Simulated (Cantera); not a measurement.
An adiabatic, constant-volume homogeneous reactor starts with CH4 : O2 : N2 = 1 : 1.05 : 3.96 (molar parts), equivalence ratio 1.9, at 1050 K and 0.770 bar.

Cantera simulation using GRI-Mech 3.0 (53 species, 325 reactions); the numbers are that mechanism's predictions, not measurements.

x: mole fraction; the columns are a selection and need not sum to one.

| t (s) | T (K) | P (bar) | x CH4 | x O2 | x NO | x H2 | x CO | x CH2O | x CO2 |
|---|---|---|---|---|---|---|---|---|---|
| 2.00e-6 | 1050 | 0.770 | 0.166 | 0.175 | <1e-12 | <1e-12 | <1e-12 | <1e-12 | <1e-12 |
| 5.49e-6 | 1050 | 0.770 | 0.166 | 0.175 | <1e-12 | <1e-12 | <1e-12 | <1e-12 | <1e-12 |
| 1.51e-5 | 1050 | 0.770 | 0.166 | 0.175 | <1e-12 | <1e-12 | <1e-12 | 1.05e-12 | <1e-12 |
| 4.13e-5 | 1050 | 0.770 | 0.166 | 0.175 | <1e-12 | 1.99e-12 | <1e-12 | 8.01e-12 | <1e-12 |
| 0.000113 | 1050 | 0.770 | 0.166 | 0.175 | <1e-12 | 8.08e-12 | <1e-12 | 6.08e-11 | <1e-12 |
| 0.000311 | 1050 | 0.770 | 0.166 | 0.175 | <1e-12 | 4.28e-11 | <1e-12 | 4.69e-10 | <1e-12 |
| 0.000854 | 1050 | 0.770 | 0.166 | 0.175 | <1e-12 | 3.08e-10 | <1e-12 | 3.75e-9 | <1e-12 |
| 0.00234 | 1050 | 0.770 | 0.166 | 0.175 | <1e-12 | 3.07e-9 | 1.97e-11 | 3.32e-8 | <1e-12 |
| 0.00643 | 1050 | 0.770 | 0.166 | 0.175 | <1e-12 | 4.19e-8 | 6.67e-10 | 3.60e-7 | 6.27e-12 |
| 0.0176 | 1050 | 0.770 | 0.166 | 0.175 | <1e-12 | 4.07e-7 | 2.58e-8 | 3.25e-6 | 1.60e-10 |
| 0.0484 | 1050 | 0.770 | 0.166 | 0.175 | <1e-12 | 1.89e-6 | 4.21e-7 | 1.40e-5 | 9.33e-10 |
| 0.133 | 1051 | 0.770 | 0.166 | 0.175 | <1e-12 | [?] | [?] | [?] | [?] |
| 0.364 | 1053 | 0.772 | 0.166 | 0.174 | <1e-12 | 7.13e-5 | 7.25e-5 | 0.000216 | 1.25e-7 |
| 1.00 | 2505 | 2.14 | 3.96e-11 | 1.56e-5 | 0.000170 | 0.145 | 0.124 | 1.54e-8 | 0.0189 |

### Question
What belongs in the gaps?

### Answer

- 0.133, x H2: 8.80e-6
- 0.133, x CO: 4.87e-6
- 0.133, x CH2O: 5.00e-5
- 0.133, x CO2: 5.13e-9
